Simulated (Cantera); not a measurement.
**SiCl₄ + C₂H₂ + H₂ + HCl (silicon carbide growth)**

Feed: 1 mol SiCl₄, 1.4 mol C₂H₂, 2.9 mol H₂, 0.15 mol HCl, equilibrated at 1000 Pa.

Method: chemical equilibrium by Gibbs-energy minimisation in Cantera with the NASA 1993 tables (ideal gas, pure condensed phases). Candidate condensed phases: C, C₆H₆, C₇H₈, C₈H₁₈, Si, SiC; 109 gas species. The tables' values for SiCl₃ are old estimates; treat these amounts as uncertain. The numbers say what is thermodynamically allowed, not how fast it happens.

From 1123 K to 1423 K the condensed part is C(graphite) + SiC(s). The main Si-bearing gas is SiCl₄ at 1123 K and SiCl₂ at 1423 K. The share of Si in condensed phases is highest at 1423 K (83.0 %) and lowest at 1123 K (51.3 %).

```
T (K)  log p HCl  log p H₂  log p SiCl₄  log p SiCl₂  n C(graphite)  n SiC(s)
-----  ---------  --------  -----------  -----------  -------------  --------
1123       -2.43     -2.26        -3.11        -5.26           2.29     0.513
1173       -2.37     -2.30        -3.22        -4.93           2.20     0.602
1223       -2.32     -2.33        -3.35        -4.64           2.12     0.682
1273       -2.29     -2.35        -3.51        -4.40           2.05     0.746
1323       -2.26     -2.38        -3.68        -4.19           2.01     0.793
1373       -2.25     -2.39        -3.89        -4.02           1.98     0.820
1423       -2.24     -2.40        -4.11        -3.87           1.97     0.830
```
log p: log10 of the partial pressure in bar; n: condensed amount in mol.
